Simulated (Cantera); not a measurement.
A Cantera script and its output.

```python
import numpy as np
import cantera as ct

gas = ct.Solution("gri30.yaml")
gas.TPX = 1975, 101325, {'C2H4': 1, 'H2': 3.5}
inlet = ct.Reservoir(gas, clone=True)

reactor = ct.IdealGasConstPressureReactor(gas, energy="off", clone=False)
exhaust = ct.Reservoir(gas, clone=True)
tau = [20, 4.5, 1, 0.24, 0.054, 0.012, 0.0028][0]
for a, b in ((inlet, reactor), (reactor, exhaust)):
    ct.MassFlowController(a, b, mdot=lambda t: reactor.mass / tau)
net = ct.ReactorNet([reactor])
show = ['C2H4', 'H2', 'C2H2', 'C2H', 'CH4']

rows = []
print(f"{'tau/s':>10s}{'T/K':>9s}" + "".join(f"{s:>11s}" for s in show))
for tau in [20, 4.5, 1, 0.24, 0.054, 0.012, 0.0028]:
    net.initial_time = 0.0
    net.advance(30 * tau)
    before = gas.X
    net.advance(40 * tau)
    drift = np.max(np.abs(gas.X - before) / (gas.X + 1e-9))
    rows.append([gas.T, *gas[show].X, drift])
    print(f"{tau:10.3e}{gas.T:9.1f}" + "".join(f"{x:11.3e}" for x in gas[show].X))
```

Output:

```
     tau/s      T/K       C2H4         H2       C2H2        C2H        CH4
 2.000e+01   1975.0  1.137e-03  8.130e-01  1.789e-01  4.657e-06  5.565e-03
 4.500e+00   1975.0  1.138e-03  8.130e-01  1.789e-01  4.657e-06  5.559e-03
 1.000e+00   1975.0  1.142e-03  8.130e-01  1.789e-01  4.654e-06  5.532e-03
 2.400e-01   1975.0  1.158e-03  8.131e-01  1.790e-01  4.645e-06  5.421e-03
 5.400e-02   1975.0  1.229e-03  8.134e-01  1.790e-01  4.599e-06  4.956e-03
 1.200e-02   1975.0  1.571e-03  8.144e-01  1.793e-01  4.351e-06  3.493e-03
 2.800e-03   1975.0  3.447e-03  8.156e-01  1.783e-01  3.302e-06  1.697e-03
```

Computed with Cantera and GRI-Mech 3.0 (53 species, 325 reactions). GRI-Mech 3.0 was tuned for natural gas; its chemistry of ethylene as a main component is partial and can be far from experiment. GRI-Mech 3.0 stops at C3 and has no aromatics, soot or wall deposition, so with more carbon than oxygen in the feed, carbon stays in small species such as C2H2 where larger ones or solid carbon would form.
